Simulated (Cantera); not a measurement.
**Hydrocarbon pyrolysis for carbon deposition**

An isothermal, constant-pressure homogeneous reactor starts with 1.35 % CH4, 98.6 % N2, at 1425 K and 100.0 Torr.

Computed with Cantera and GRI-Mech 3.0 (53 species, 325 reactions). GRI-Mech 3.0 stops at C3 and has no aromatics, soot or wall deposition, so with more carbon than oxygen in the feed, carbon stays in small species such as C2H2 where larger ones or solid carbon would form.

| t (s) | x CH4 | x C2H2 | x C2H | x H2 | x CH2 | x C2H4 | x CH3 |
|---|---|---|---|---|---|---|---|
| 0.000300 | 0.0135 | <1e-12 | <1e-12 | 2.92e-8 | <1e-12 | <1e-12 | 6.24e-8 |
| 0.000802 | 0.0135 | <1e-12 | <1e-12 | 8.47e-8 | <1e-12 | 2.82e-12 | 1.73e-7 |
| 0.00214 | 0.0135 | <1e-12 | <1e-12 | 2.33e-7 | <1e-12 | 5.79e-11 | 4.70e-7 |
| 0.00573 | 0.0135 | 1.55e-12 | <1e-12 | 6.32e-7 | 4.79e-12 | 1.13e-9 | 1.26e-6 |
| 0.0153 | 0.0135 | 8.15e-11 | <1e-12 | 1.73e-6 | 3.07e-11 | 2.12e-8 | 3.29e-6 |
| 0.0410 | 0.0135 | 4.05e-9 | <1e-12 | 5.23e-6 | 1.71e-10 | 3.51e-7 | 7.90e-6 |
| 0.110 | 0.0135 | 1.71e-7 | <1e-12 | 2.14e-5 | 7.14e-10 | 4.49e-6 | 1.64e-5 |
| 0.293 | 0.0134 | 5.78e-6 | 2.25e-12 | 0.000131 | 2.27e-9 | 4.22e-5 | 2.98e-5 |
| 0.783 | 0.0128 | 0.000124 | 3.13e-11 | 0.000828 | 4.00e-9 | 0.000206 | 3.90e-5 |
| 2.09 | 0.0113 | 0.000834 | 1.41e-10 | 0.00297 | 2.83e-9 | 0.000218 | 3.04e-5 |
| 5.60 | 0.00917 | 0.00204 | 2.83e-10 | 0.00631 | 1.80e-9 | 9.20e-5 | 2.15e-5 |
| 15.0 | 0.00628 | 0.00352 | 4.55e-10 | 0.0107 | 1.12e-9 | 3.59e-5 | 1.39e-5 |
| 40.0 | 0.00330 | 0.00502 | 6.59e-10 | 0.0151 | 6.29e-10 | 1.46e-5 | 7.51e-6 |
x: mole fraction; the columns are a selection and need not sum to one.

Equilibrium at this temperature and pressure: CH4 1.96e-5, C2H2 0.000691, C2H 1.06e-10, H2 0.0200, CH2 5.22e-12, C2H4 1.14e-6, CH3 5.24e-8 (gas phase only).
